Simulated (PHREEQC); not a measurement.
Model water analysis in mg/L, 25 °C, pH 1.91, pe 9.7: Na 69.7; K 149; Ca 46.8; Mg 38.1; Cl 250; S(6) as SO4 1590; Cu(2) 3.1.

Valence states are taken as typed.

The numbers come from PHREEQC with the ion-association model, wateq4f.dat.

Precipitation was switched off in this run.

Q: Order these Ca species by the share of Ca that they hold, largest first: Ca+2, CaHSO4+, CaSO4.

A: Ca+2 (67 %), CaSO4 (30 %), CaHSO4+ (2.6 %)

The pH is 1.91 and the ionic strength 0.0391 mol/kgw. Species that the database lacks are ignored.
